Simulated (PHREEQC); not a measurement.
A solution holds 0.038 mol MgCl2 and 5.1e-06 mol CO2 per kg of water, at 25 °C. Closed to the air; pH follows from the charge balance.

Model: ion-association model, phreeqc.dat, run in PHREEQC.

Task: The ionic strength comes out as 0.114 mol/kgw. What activity coefficients do HCO3-, Cl-, H+, Mg+2 get?

Result: HCO3- 0.78, Cl- 0.76, H+ 0.82, Mg+2 0.39.

Precipitation was switched off in this run.
